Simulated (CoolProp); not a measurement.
Model: reference Helmholtz-energy equation of state, Lemmon 2006, in CoolProp. It is a short technical equation, of lower accuracy than the large ones.

Q: Give the vapour pressure (kPa), vapour density (kg/m³), surface tension (mN/m) of saturated acetone at 339.7, 484.2, 497.4 K.

A: 
```json
[
 {"T (K)": "339.7", "p (kPa)": "143", "vapour density (kg/m³)": "3.14", "surface tension (mN/m)": "17.6"},
 {"T (K)": "484.2", "p (kPa)": "3280", "vapour density (kg/m³)": "90.3", "surface tension (mN/m)": "1.83"},
 {"T (K)": "497.4", "p (kPa)": "4000", "vapour density (kg/m³)": "130", "surface tension (mN/m)": "0.719"}
]
```

Surface tension comes from a separate correlation (Mulero 2012).
